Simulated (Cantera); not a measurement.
Feed: 1 mol C, 0.018 mol O2, 32 mol N2, held at 823.15 K and 0.570 bar.

Method: chemical equilibrium by Gibbs-energy minimisation in Cantera with the NASA 1993 tables (ideal gas, pure condensed phases). Candidate condensed phases: C; 24 gas species. Rates play no part.

Base state: N2 0.999, CO 0.00106, CO2 3.07e-5 (mole fractions); condensed: C(graphite).

Question: What changes in the equilibrium state with this change: C replaced by n-butane?

Answer: 
```csv
species,before,after
N2,0.999,0.871
H2,0,0.120
CH4,0,0.00767
H2O,0,0.000459
NH3,0,5.28e-5
CO2,3.07e-5,6.99e-6
CO,0.00106,0.000507
"C(graphite), mol",0.965,3.70
```
Further candidate phases: C6H6, C7H8, C8H18, H2O.

Question: What changes in the equilibrium state with this change: 1.3 mol H2S added?

Answer: 
```csv
species,before,after
N2,0.999,0.959
H2S,0,0.0359
H2,0,0.00307
CS2,0,0.00128
COS,0,0.000284
S2,0,0.000127
H2O,0,1.72e-5
CO2,3.07e-5,1.51e-5
"C(graphite), mol",0.965,0.922
```
Gases not in the tables: S3 to S7. Further candidate phases: C6H6, C7H8, C8H18, H2O, H2SO4, S.
